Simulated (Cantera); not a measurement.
## Moist CO burnout

An isothermal, constant-pressure homogeneous reactor starts with CO : O2 : H2O : N2 = 0.0016 : 0.0049 : 0.089 : 1 (molar parts), equivalence ratio 0.16, at 1400 K and 3750 Torr.

Computed with Cantera and GRI-Mech 3.0 (53 species, 325 reactions).

```json
[
 {"t (s)": "5.00e-6", "x CO": "0.00146", "x O2": "0.00447", "x H2O": "0.0812", "x NO2": "<1e-12", "x N2O": "<1e-12", "x H2O2": "1.22e-12", "x HO2": "2.74e-10"},
 {"t (s)": "4.46e-5", "x CO": "0.00146", "x O2": "0.00447", "x H2O": "0.0812", "x NO2": "<1e-12", "x N2O": "<1e-12", "x H2O2": "1.85e-11", "x HO2": "2.18e-9"},
 {"t (s)": "0.000398", "x CO": "0.00146", "x O2": "0.00447", "x H2O": "0.0812", "x NO2": "<1e-12", "x N2O": "3.09e-11", "x H2O2": "5.49e-10", "x HO2": "6.11e-8"},
 {"t (s)": "0.00355", "x CO": "9.29e-5", "x O2": "0.00380", "x H2O": "0.0812", "x NO2": "6.85e-11", "x N2O": "2.24e-7", "x H2O2": "5.69e-8", "x HO2": "7.53e-7"},
 {"t (s)": "0.0316", "x CO": "1.34e-7", "x O2": "0.00374", "x H2O": "0.0813", "x NO2": "2.28e-11", "x N2O": "1.31e-7", "x H2O2": "2.25e-9", "x HO2": "9.55e-9"},
 {"t (s)": "0.282", "x CO": "1.05e-8", "x O2": "0.00374", "x H2O": "0.0813", "x NO2": "1.75e-11", "x N2O": "1.60e-8", "x H2O2": "1.24e-9", "x HO2": "5.94e-9"},
 {"t (s)": "2.51", "x CO": "1.05e-8", "x O2": "0.00374", "x H2O": "0.0813", "x NO2": "2.07e-11", "x N2O": "1.60e-8", "x H2O2": "1.24e-9", "x HO2": "5.94e-9"},
 {"t (s)": "22.4", "x CO": "1.05e-8", "x O2": "0.00374", "x H2O": "0.0813", "x NO2": "4.97e-11", "x N2O": "1.60e-8", "x H2O2": "1.24e-9", "x HO2": "5.94e-9"},
 {"t (s)": "200", "x CO": "1.05e-8", "x O2": "0.00374", "x H2O": "0.0813", "x NO2": "3.08e-10", "x N2O": "1.60e-8", "x H2O2": "1.24e-9", "x HO2": "5.94e-9"}
]
```
x: mole fraction; the columns are a selection and need not sum to one.

Equilibrium at this temperature and pressure: CO 1.06e-8, O2 0.00369, H2O 0.0813, NO2 2.28e-7, N2O 1.59e-8, H2O2 1.24e-9, HO2 5.88e-9 (gas phase only).
